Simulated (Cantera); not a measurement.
Feed: 1 mol BN, 4 mol Cl2, 1.1 mol H2, equilibrated at 75.0 Torr.

These are equilibrium values from Cantera (NASA tables, ideal gas, pure condensed phases), not measurements of a reactor. Candidate condensed phases: B, BN, NH4Cl; 21 gas species. The numbers say what is thermodynamically allowed, not how fast it happens. All values below are at 1400 K.

Base state: HCl 0.422, Cl2 0.246, BCl3 0.192, N2 0.0959, Cl 0.0446 (mole fractions); condensed: gas only.

Problem. What changes in the equilibrium state with this change: H2 from 1.1 to 32 mol?

Solution. 
| species | before | after |
|---|---|---|
| H2 | 1.43e-8 | 0.778 |
| HCl | 0.422 | 0.222 |
| BCl3 | 0.192 | 0.000194 |
| Cl2 | 0.246 | 1.25e-9 |
| Cl | 0.0446 | 3.18e-6 |
| N2 | 0.0959 | 9.76e-5 |
| H | 1.84e-9 | 1.36e-5 |
| BN(s), mol | 0 | 0.993 |
Gases not in the tables: BHCl2.
